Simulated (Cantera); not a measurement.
Input: 1 mol CS₂, a varied amount of H₂, equilibrated at 3348.15 K and 55.0 Pa.

Cantera equilibrium calculation (NASA polynomials, part measured and part estimated; ideal gas, pure solids and liquids). Candidate condensed phases: C, C₆H₆, C₇H₈, C₈H₁₈, S; 83 gas species. Equilibrium is a limit: real reactors are often held back by kinetics, nucleation or transport.

x: gas mole fraction; nothing condenses.

```json
[
 {"n(H₂) (mol)": "0.15", "x H": "0.123", "x S": "0.470", "x CS": "0.350", "x C": "0.0556", "x H₂": "4.88e-5", "x C₂": "0.00164", "x C₃": "0.000469"},
 {"n(H₂) (mol)": "0.28", "x H": "___", "x S": "___", "x CS": "___", "x C": "0.0543", "x H₂": "___", "x C₂": "0.00156", "x C₃": "0.000436"},
 {"n(H₂) (mol)": "0.53", "x H": "0.327", "x S": "0.365", "x CS": "0.253", "x C": "0.0519", "x H₂": "0.000347", "x C₂": "0.00143", "x C₃": "0.000381"},
 {"n(H₂) (mol)": "1", "x H": "0.474", "x S": "0.289", "x CS": "0.186", "x C": "0.0482", "x H₂": "0.000727", "x C₂": "0.00123", "x C₃": "0.000304"},
 {"n(H₂) (mol)": "1.9", "x H": "___", "x S": "___", "x CS": "___", "x C": "___", "x H₂": "___", "x C₂": "___", "x C₃": "___"},
 {"n(H₂) (mol)": "3.6", "x H": "0.752", "x S": "0.142", "x CS": "0.0676", "x C": "0.0356", "x H₂": "0.00183", "x C₂": "0.000670", "x C₃": "0.000123"},
 {"n(H₂) (mol)": "6.8", "x H": "0.845", "x S": "0.0911", "x CS": "0.0337", "x C": "0.0277", "x H₂": "0.00231", "x C₂": "0.000406", "x C₃": "5.79e-5"}
]
```

What belongs in the gaps?


- 0.28, x H: 0.206
- 0.28, x S: 0.427
- 0.28, x CS: 0.310
- 0.28, x H₂: 0.000138
- 1.9, x H: 0.625
- 1.9, x S: 0.210
- 1.9, x CS: 0.120
- 1.9, x C: 0.0426
- 1.9, x H₂: 0.00126
- 1.9, x C₂: 0.000963
- 1.9, x C₃: 0.000211
